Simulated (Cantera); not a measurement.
A freely propagating, adiabatic, planar premixed flame of H₂ : O₂ : N₂ = 1 : 0.294 : 1.41 (molar parts), equivalence ratio 1.7, unburnt at 398 K and 750 Torr; unity-Lewis-number transport, grid criteria slope 0.08 and curve 0.16, no radiation.

Cantera simulation using the H2/O2 subset of GRI-Mech 3.0, which has no nitrogen chemistry; the numbers are that mechanism's predictions, not measurements. Unity Lewis numbers drop preferential diffusion, which matters most where H2 and H carry the flame. Burning velocities carry a grid error of a few per cent, more on coarse grids.

### Question
Predict: laminar burning velocity; thermal thickness; peak x(OH); peak x(H); peak x(O); peak x(H₂O₂).

### Answer
| Item | Value |
|---|---|
| laminar burning velocity | 224 cm/s |
| thermal thickness | 0.350 mm |
| peak x(OH) | 0.00418 |
| peak x(H) | 0.0666 |
| peak x(O) | 0.00255 |
| peak x(H₂O₂) | 1.87e-5 |
